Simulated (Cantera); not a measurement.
**Thermodynamics of chlorosilane synthesis and conversion, feed SiCl4 + Cl2 + H2**

A closed system holds: 1 mol SiCl4, 2.3 mol Cl2, 14 mol H2, equilibrated at 1325 K and 130000 Pa.

Method: chemical equilibrium by Gibbs-energy minimisation in Cantera with the NASA 1993 tables (ideal gas, pure condensed phases). Candidate condensed phases: Si; 19 gas species. The tables' values for SiCl3 are old estimates; treat these amounts as uncertain. Rates play no part.

| Item | Value |
|---|---|
| x(H2) | 0.667 |
| x(HCl) | 0.276 |
| x(SiCl4) | 0.0483 |
| x(SiHCl3) | 0.00598 |
| x(SiCl3) | 0.00257 |
| x(SiCl2) | 0.000745 |
| x(SiH2Cl2) | 0.000106 |
| x(H) | 1.17e-6 |
| gas amount | 17.34 mol |
| log10 activity of Si(s) (absent) | -2.62 |
